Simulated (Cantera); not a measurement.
An isothermal, constant-pressure homogeneous reactor starts with H₂ : O₂ = 0.018 : 1 (molar parts), at 975 K and 0.0267 bar.

Cantera simulation using GRI-Mech 3.0 (53 species, 325 reactions); the numbers are that mechanism's predictions, not measurements. Radical loss at walls, strong at low pressure, is not modelled.

x: mole fraction; the columns are a selection and need not sum to one.

```csv
t (s),x H₂,x O₂,x O,x H₂O,x H₂O₂
0.000900,0.0177,0.982,4.93e-10,5.18e-10,<1e-12
0.00181,0.0177,0.982,5.87e-9,7.52e-9,<1e-12
0.00366,0.0177,0.982,6.68e-7,8.87e-7,3.73e-12
0.00738,0.0119,0.978,0.00278,0.00466,2.95e-7
0.0149,0.000328,0.978,0.00386,0.0169,1.40e-7
0.0300,5.35e-5,0.981,0.00136,0.0176,7.10e-8
0.0605,1.38e-5,0.982,0.000417,0.0178,5.59e-8
0.122,3.70e-6,0.982,0.000118,0.0178,4.38e-8
0.246,9.63e-7,0.982,3.22e-5,0.0178,3.07e-8
0.496,[?],0.982,[?],0.0178,[?]
1.00,[?],0.982,[?],0.0178,[?]
```

### Question
What belongs in the gaps?

### Answer

- 0.496, x H₂: 2.44e-7
- 0.496, x O: 9.11e-6
- 0.496, x H₂O₂: 1.88e-8
- 1.00, x H₂: 6.22e-8
- 1.00, x O: 2.80e-6
- 1.00, x H₂O₂: 1.03e-8
